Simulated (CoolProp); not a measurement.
The numbers come from the reference Helmholtz-energy equation of state, Platzer 1990 in CoolProp. This equation is an older, rougher fit.

Question: For c-C4F8 (RC318), give the phase and the viscosity (µPa s) at 346.2 K and 0.115 MPa.

Answer: 
- 346.2 K and 0.115 MPa: gas; viscosity 13.4

Viscosity comes from a separate model (Huber 2003), an estimate that may be off by 10 % or more.
